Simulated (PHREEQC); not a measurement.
Dissolve 0.2 mol HF per kg of water at 25 °C. Closed to the air; pH follows from the charge balance.

Model: ion-association model, phreeqc.dat, run in PHREEQC.

| quantity | before | after |
|---|---|---|
| pH | 1.84 | 1.71 |
| ionic strength (mol/kgw) | 0.0159 | 0.0218 |
| F- (mol/kgw) | 0.00947 | 0.0108 |
| HF2- (mol/kgw) | 0.00645 | 0.0110 |

Problem. Which change was made?
A) diluted 5-fold with water
B) temperature from 25 to 15 °C
C) temperature from 25 to 30 °C
D) HF from 0.2 to 0.3 mol/kgw
E) temperature from 25 to 20 °C

Solution. D, HF from 0.2 to 0.3 mol/kgw

No solid was allowed to form.
